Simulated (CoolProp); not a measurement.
Properties of hydrogen chloride along the isotherm 11.05 °C.

Computed with CoolProp (reference Helmholtz-energy equation of state, Thol 2018).

```csv
p (MPa),phase,density (kg/m³),cp (kJ/(kg K)),fugacity coefficient
1.04,gas,17.36,0.9606,0.9294
2.08,gas,38.31,1.218,0.8597
3.12,gas,65.93,1.736,0.7895
4.16,liquid,886.0,2.175,0.6403
5.2,liquid,893.1,2.120,0.5216
6.24,liquid,899.7,2.073,0.4425
7.27,liquid,905.7,2.033,0.3866
8.31,liquid,911.5,1.998,0.3442
9.35,liquid,917.0,1.967,0.3113
10.4,liquid,922.2,1.939,0.2849
11.4,liquid,927.0,1.914,0.2643
12.5,liquid,932.0,1.890,0.2455
```
